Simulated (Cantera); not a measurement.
Thermodynamics of boron, boron nitride and boron oxide, feed B2H6 + H2O + H2

Charge: 1 mol B2H6, 0.058 mol H2O, 0.26 mol H2, held at 38.0 Pa.

Equilibrium computed with Cantera from the NASA thermochemical tables; the gas is ideal and each condensed phase is pure. Candidate condensed phases: B, B2O3, B3O3H3, H2O; 23 gas species. The feed counts by its element totals alone. The tables' values for BH2 are old estimates; treat these amounts as uncertain. Equilibrium is a limit: real reactors are often held back by kinetics, nucleation or transport.

```csv
T (K),log p H2,log p H,log p B,log p HBO,log p BO,log p B2O2,n B(s)
1500,-3.43,-6.47,-11.71,-5.28,-6.90,-6.25,1.94
1600,-3.43,-5.98,-10.50,-5.27,-6.47,-6.36,1.94
1700,-3.43,-5.55,-9.43,-5.29,-6.11,-6.49,1.94
1800,-3.44,-5.16,-8.48,-5.34,-5.82,-6.67,1.94
1900,-3.45,-4.82,-7.64,-5.43,-5.61,-6.92,1.94
2000,-3.46,-4.52,-6.88,-5.57,-5.46,-7.24,1.94
2100,-3.50,-4.26,-6.19,-5.75,-5.38,-7.62,1.93
2200,-3.56,-4.03,-5.56,-5.96,-5.35,-8.05,1.91
2300,-3.66,-3.84,-4.99,-6.22,-5.36,-8.52,1.82
```
log p: log10 of the partial pressure in bar; n: condensed amount in mol.

From 1500 K to 2300 K the condensed part is B(s). The main B-bearing gas is HBO at 1500 K and B at 2300 K.
